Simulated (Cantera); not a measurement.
Feed: 1 mol Si₃N₄, 2.1 mol Cl₂, 2.6 mol N₂, equilibrated at 1627 °C and 2.20e-5 bar.

Cantera equilibrium calculation (NASA polynomials, part measured and part estimated; ideal gas, pure solids and liquids). Candidate condensed phases: Si, Si₃N₄; 13 gas species. The tables' values for SiCl, SiCl₃, SiN are old estimates; treat these amounts as uncertain. Rates play no part.

Base state: N₂ 0.561, SiCl₂ 0.210, Si 0.137, Cl 0.0730, SiCl 0.0181, Si₂ 0.000261, SiCl₃ 0.000188, SiN 0.000161 (mole fractions); condensed: gas only.

Q: What changes in the equilibrium state with this change: N₂ from 2.6 to 25 mol?

A: 
| species | before | after |
|---|---|---|
| N₂ | 0.561 | 0.854 |
| Si | 0.137 | 0.0514 |
| Cl | 0.0730 | 0.0509 |
| SiCl₂ | 0.210 | 0.0386 |
| SiCl | 0.0181 | 0.00474 |
| Si₃ | 1.40e-5 | 7.49e-7 |
| SiCl₃ | 0.000188 | 2.40e-5 |
| Si₂ | 0.000261 | 3.70e-5 |
The tables' values for SiCl, SiN, SiCl₃ are old estimates; treat these amounts as uncertain.

Q: What changes in the equilibrium state with this change: N₂ from 2.6 to 18 mol?

A: 
| species | before | after |
|---|---|---|
| N₂ | 0.561 | 0.821 |
| Si | 0.137 | 0.0615 |
| Cl | 0.0730 | 0.0557 |
| SiCl₂ | 0.210 | 0.0552 |
| SiCl | 0.0181 | 0.00621 |
| Si₃ | 1.40e-5 | 1.28e-6 |
| SiCl₃ | 0.000188 | 3.77e-5 |
The tables' values for SiCl, SiN, SiCl₃ are old estimates; treat these amounts as uncertain.
